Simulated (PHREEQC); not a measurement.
2.7 g of hydrous ferric oxide (600 m²/g; 0.2 weak and 0.005 strong sites per Fe, Dzombak-Morel constants, diffuse double layer) in 1 kg of water with 0.005 mol/kgw of an inert sodium salt, at 25 °C; the pH is set by adding NaOH or the inert anion's acid. Oxygen is held at 0.21 atm. CO2 from the air is kept out. Precipitation was switched off in this run.

All values are PHREEQC results (ion-association model, wateq4f.dat), not measurements.

```json
[
 {"pH": "3", "surface charge σ (C/m²)": "0.316", "surface potential ψ (mV)": "208"},
 {"pH": "4.33", "surface charge σ (C/m²)": "0.157", "surface potential ψ (mV)": "181"},
 {"pH": "5", "surface charge σ (C/m²)": "0.095", "surface potential ψ (mV)": "157"},
 {"pH": "5.67", "surface charge σ (C/m²)": "0.053", "surface potential ψ (mV)": "129"},
 {"pH": "7", "surface charge σ (C/m²)": "0.013", "surface potential ψ (mV)": "62"},
 {"pH": "8.33", "surface charge σ (C/m²)": "-0.002", "surface potential ψ (mV)": "-12"},
 {"pH": "9", "surface charge σ (C/m²)": "-0.009", "surface potential ψ (mV)": "-50"},
 {"pH": "9.67", "surface charge σ (C/m²)": "-0.022", "surface potential ψ (mV)": "-86"},
 {"pH": "11", "surface charge σ (C/m²)": "-0.084", "surface potential ψ (mV)": "-147"}
]
```

The oxide is taken as insoluble; below pH 4 it would dissolve.
